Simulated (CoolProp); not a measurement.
A simple Rankine cycle with R152A: condensing at 307.15 K, boiler at 2.31 MPa, turbine inlet 354.5 K, turbine efficiency 0.9, pump efficiency 0.6, no recuperator. Each further row changes one setting.

Model: reference Helmholtz-energy equation of state, Outcalt 1996, in CoolProp. It is a modified Benedict-Webb-Rubin equation, recast in Helmholtz form.

```tsv
case	thermal efficiency (%)	net work (kJ/kg)	heat in (kJ/kg)	turbine exit temperature (K)	volume ratio over the turbine
as stated	9.5	27.1	284	307.1	3.14
turbine inlet 374.5 K	9.9	31.8	320	322.8	2.99
condensing temperature 299.15 K	11.1	33.1	299	299.1	3.93
boiler pressure 1.62 MPa	7.1	21.7	308	320.8	2.08
turbine efficiency 0.8	8.3	23.7	284	307.1	3.18
```

The expansion ends wet for: as stated; condensing temperature 299.15 K; turbine efficiency 0.8.
